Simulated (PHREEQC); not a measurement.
A made-up water analysis in mmol/kgw, 25 °C, pH 6.99, pe 2.9:

| constituent | mmol/kgw |
|---|---|
| Na | 9.94 |
| K | 4.93 |
| Ca | 5.87 |
| Mg | 1.41 |
| Cl | 23.3 |
| S(6) | 2.1 |
| Alkalinity (meq/kgw) | 2.63 |
| Si | 0.148 |

Cl is adjusted to close the charge balance.
Valence states are taken as typed.

Model: ion-association model, phreeqc.dat, run in PHREEQC.

Question: The ionic strength comes out as 0.0365 mol/kgw. What activity coefficients do NaSO4-, Cl-, K+, Mg+2, CO3-2 get?

Answer: NaSO4- 0.85, Cl- 0.83, K+ 0.83, Mg+2 0.52, CO3-2 0.51.

No solid was allowed to form. Saturation is exceeded, for instance for Quartz (slow to form); the values hold only as long as no solid forms.
